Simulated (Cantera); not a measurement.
Charge: 1 mol Fe3O4, 1 mol H2, 3.2 mol H2O, at 2148.15 K and 10.0 mbar.

Cantera equilibrium calculation (NASA polynomials, part measured and part estimated; ideal gas, pure solids and liquids). Candidate condensed phases: Fe, FeO, Fe(OH)2, Fe(OH)3, Fe2O3, Fe3O4, H2O; 12 gas species. The tables' stoichiometric FeO is somewhat more stable than real wüstite, so its field is too wide. FeO: taken at fixed stoichiometry. Kinetics and transport are ignored.

Base state: H2O 0.888, H2 0.0488, O2 0.0221, OH 0.0216, H 0.00922, Fe 0.00448, O 0.00287, FeO 0.00226 (mole fractions); condensed: FeO(l).

Problem. What changes in the equilibrium state with this change: pressure from 10.0 mbar to 19.0 mbar?

Solution. 
```
species        before     after
-----------  --------  --------
H2O             0.888     0.912
H2             0.0488    0.0408
OH             0.0216    0.0176
O2             0.0221    0.0176
Fe            0.00448   0.00192
FeO           0.00226   0.00119
O             0.00287   0.00186
H             0.00922   0.00612
Fe(OH)2      0.000648  0.000666
FeO(l), mol      2.97      2.98
```

Problem. What changes in the equilibrium state with this change: H2 from 1 to 1300 mol?

Solution. 
```
species        before    after
-----------  --------  -------
H2             0.0488    0.952
H             0.00922   0.0407
H2O             0.888  0.00537
O2             0.0221  2.13e-9
OH             0.0216  2.96e-5
Fe            0.00448  0.00225
Fe(OH)2      0.000648    <1e-9
FeO           0.00226  3.52e-7
O             0.00287  8.91e-7
FeO(l), mol      2.97        0
```

Problem. What changes in the equilibrium state with this change: pressure from 10.0 mbar to 13.0 Pa?

Solution. 
| species | before | after |
|---|---|---|
| H2O | 0.888 | 0.294 |
| Fe | 0.00448 | 0.265 |
| O2 | 0.0221 | 0.137 |
| O | 0.00287 | 0.0627 |
| FeO | 0.00226 | 0.0379 |
| H | 0.00922 | 0.0874 |
| OH | 0.0216 | 0.0581 |
| H2 | 0.0488 | 0.0571 |
| Fe(OH)2 | 0.000648 | 4.69e-5 |
| FeO(l), mol | 2.97 | 0 |
